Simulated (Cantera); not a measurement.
A closed system holds: 1 mol CH2F2, 0.068 mol H2, at 2248.15 K and 2.80e-5 bar.

Cantera equilibrium calculation (NASA polynomials, part measured and part estimated; ideal gas, pure solids and liquids). Candidate condensed phases: C, C6H6, C7H8, C8H18; 95 gas species. Equilibrium is a limit: real reactors are often held back by kinetics, nucleation or transport.

Base state: HF 0.895, H 0.0785, F 0.0222, H2 0.00319, CF 0.000304, C3 0.000224, C 0.000126, C2 1.97e-5 (mole fractions); condensed: C(graphite).

### Question
What changes in the equilibrium state with this change: 0.022 mol HCl added?

### Answer
| species | before | after |
|---|---|---|
| HF | 0.895 | 0.881 |
| H | 0.0785 | 0.0840 |
| F | 0.0222 | 0.0204 |
| Cl | 0 | 0.00936 |
| HCl | 0 | 0.000563 |
| CF2 | 1.11e-5 | 9.35e-6 |
| H2 | 0.00319 | 0.00366 |
| C2H2 (acetylene) | 1.06e-5 | 1.21e-5 |
| CF | 0.000304 | 0.000280 |
| C(graphite), mol | 0.997 | 0.997 |
